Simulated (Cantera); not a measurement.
What does this Cantera script print?

```python
import numpy as np
import cantera as ct

gas_names = """
    H HNO HNO2 HNO3 HO2 H2 H2O H2O2 N NH NH2 NH3 NH2OH NO NO2 NO3 N2 N2H2 N2H4 N2O O OH O2 O3 Zr ZrN ZrO
    ZrO2
""".split()
cond_names = """
    H2O(s) H2O(L) Zr(a) Zr(b) Zr(L) ZrN(s) ZrN(L) ZrO2(a) ZrO2(b) ZrO2(L)
""".split()


# ... load() reads the species with a 1 bar reference pressure and builds the phases ...
atoms = {
    'Zr': {'Zr': 1},
    'O2': {'O': 2},
    'N2': {'N': 2},
    'H2O': {'H': 2, 'O': 1},
}
top_T = {}  # K; cautious upper limits of use, not melting points


# ... equilibrate(T, P, feed) seeds the gas with the atoms and calls Mixture.equilibrate('TP', solver="vcs", rtol=1e-11, max_steps=5000) ...
results = []
feed = {'Zr': 1, 'O2': 0.61, 'N2': 10, 'H2O': 0.26}  # mol
P = 1000  # Pa
for T in [1348, 1448, 1548, 1648, 1748, 1848, 1948, 2048, 2148, 2248]:
    mix = equilibrate(T, P, feed)
    results.append((T, P, feed, dict(zip(mix.species_names, mix.species_moles))))
    x = sorted(zip(gas.X, gas.species_names), reverse=True)
    print(f"T = {T:g} K  P = {P:g} Pa  gas = {mix.phase_moles(0):.4g} mol")
    print("   x: " + "  ".join(f"{s} {v:.3e}" for v, s in x if v > 1e-05))
    print("   condensed (mol): " + ("  ".join(f"{mix.phase(i).name} {mix.phase_moles(i):.4g}"
          for i in range(1, mix.n_phases) if mix.phase_moles(i) > 1e-12) or "none"))
```

It prints:

```
T = 1348 K  P = 1000 Pa  gas = 10.13 mol
   x: N2 9.743e-01  H2 2.566e-02
   condensed (mol): ZrN(s) 0.26  ZrO2(a) 0.74
T = 1448 K  P = 1000 Pa  gas = 10.13 mol
   x: N2 9.743e-01  H2 2.566e-02  H 1.476e-05
   condensed (mol): ZrN(s) 0.26  ZrO2(a) 0.74
T = 1548 K  P = 1000 Pa  gas = 10.13 mol
   x: N2 9.743e-01  H2 2.564e-02  H 4.931e-05
   condensed (mol): ZrN(s) 0.26  ZrO2(b) 0.74
T = 1648 K  P = 1000 Pa  gas = 10.13 mol
   x: N2 9.743e-01  H2 2.559e-02  H 1.425e-04
   condensed (mol): ZrN(s) 0.26  ZrO2(b) 0.74
T = 1748 K  P = 1000 Pa  gas = 10.13 mol
   x: N2 9.742e-01  H2 2.548e-02  H 3.647e-04
   condensed (mol): ZrN(s) 0.26  ZrO2(b) 0.74
T = 1848 K  P = 1000 Pa  gas = 10.13 mol
   x: N2 9.739e-01  H2 2.523e-02  H 8.422e-04
   condensed (mol): ZrN(s) 0.26  ZrO2(b) 0.74
T = 1948 K  P = 1000 Pa  gas = 10.14 mol
   x: N2 9.735e-01  H2 2.475e-02  H 1.778e-03
   condensed (mol): ZrN(s) 0.26  ZrO2(b) 0.74
T = 2048 K  P = 1000 Pa  gas = 10.15 mol
   x: N2 9.726e-01  H2 2.389e-02  H 3.461e-03
   condensed (mol): ZrN(s) 0.26  ZrO2(b) 0.74
T = 2148 K  P = 1000 Pa  gas = 10.16 mol
   x: N2 9.713e-01  H2 2.246e-02  H 6.246e-03
   condensed (mol): ZrN(s) 0.26  ZrO2(b) 0.74
T = 2248 K  P = 1000 Pa  gas = 10.18 mol
   x: N2 9.692e-01  H2 2.030e-02  H 1.047e-02  ZrO 1.304e-05
   condensed (mol): ZrN(s) 0.26  ZrO2(b) 0.7399
```

Cantera equilibrium calculation (NASA polynomials, part measured and part estimated; ideal gas, pure solids and liquids). Mutual solubility and eutectic melting of coexisting phases are not modelled. ZrN: taken at fixed stoichiometry. Condensed phases not in the tables: solid solutions among these carbides, nitrides and lower oxides.
